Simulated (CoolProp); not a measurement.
Properties of decamethylcyclopentasiloxane (D5) along the isotherm 620 K (Tc = 618.3 K, pc = 1.078 MPa, ω = 0.631).

Computed with CoolProp (reference Helmholtz-energy equation of state, Thol 2019).

```
p (MPa)  phase  Joule-Thomson coefficient (K/MPa)  isothermal compressibility (1/MPa)  expansivity (1/kK)  fugacity coefficient
-------  -----  ---------------------------------  ----------------------------------  ------------------  --------------------
0.0414     gas                              9.123                               24.49               1.700                0.9865
0.0829     gas                              9.330                               12.41               1.794                0.9730
0.124      gas                              9.549                               8.426               1.894                0.9597
0.166      gas                              9.787                               6.400               2.006                0.9461
0.207      gas                              10.04                               5.221               2.124                0.9329
0.249      gas                              10.31                               4.422               2.257                0.9195
0.29       gas                              10.60                               3.871               2.399                0.9064
0.332      gas                              10.92                               3.453               2.559                0.8931
0.373      gas                              11.26                               3.142               2.733                0.8801
0.414      gas                              11.63                               2.899               2.926                0.8671
0.456      gas                              12.04                               2.702               3.148                0.8538
0.497      gas                              12.49                               2.549               3.392                0.8409
0.539      gas                              12.99                               2.424               3.677                0.8277
```
